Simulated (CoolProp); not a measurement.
R21 at several states: Z from the reference equation and from simpler models built on Tc = 452.7 K, pc = 5.289 MPa, ω = 0.206; each cubic takes its own stable root.

Model: reference Helmholtz-energy equation of state, Platzer 1990, in CoolProp. This equation is an older, rougher fit; its heat capacities, sound speeds and derivatives of the liquid may be far off and weren't checked against measurements.

```csv
T (K),p (MPa),phase,reference
331.2,16.6,liquid,0.4647
449.9,0.91,gas,0.9377
461.6,0.141,gas,0.9916
236.9,0.0328,liquid,0.001139
453.7,0.0765,gas,0.9952
```

**Question.** How far does each simpler model (van der Waals, Redlich-Kwong) lie from the reference over these 5 states: mean and median of the absolute difference, and the worst?

**Answer.** 
- van der Waals: mean 17407.5 %, median 0.9 %, worst +86985.2 % at 236.9 K and 0.0328 MPa
- Redlich-Kwong: mean 3.3 %, median 0.0 %, worst +8.5 % at 236.9 K and 0.0328 MPa

At some of these states van der Waals gives the other phase, because its saturation line lies elsewhere.
